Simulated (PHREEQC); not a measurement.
Solution (6.1 °C): 0.0079 mol/kgw CuSO4, 0.014 mol/kgw H2SO4 and 0.0025 mol/kgw H3BO3. Closed to the air; pH follows from the charge balance.

Model: ion-association model, wateq4f.dat, run in PHREEQC.

```tsv
quantity	before	after
pH	1.76	1.85
ionic strength (mol/kgw)	0.0478	0.0410
SO4-2 (mol/kgw)	0.0116	0.00802
HSO4- (mol/kgw)	0.00774	0.0115
CuSO4 (mol/kgw)	0.00257	0.00242
CuOH+ (mol/kgw)	1.85e-9	2.31e-9
SI of Chalcanthite (CuSO4:5H2O)	-2.12	-2.43
SI of Tenorite (CuO)	-7.43	-5.63
```

Question: Name the change that produced these shifts.
A. temperature from 6.1 to 50 °C
B. H2SO4 from 0.014 to 0.028 mol/kgw
C. temperature from 6.1 to 70 °C
D. H2SO4 from 0.014 to 0.007 mol/kgw

Answer: A, temperature from 6.1 to 50 °C

No solid was allowed to form. Away from 25 °C the constants follow the database's enthalpies or fits; those with neither stay at their 25 °C values.
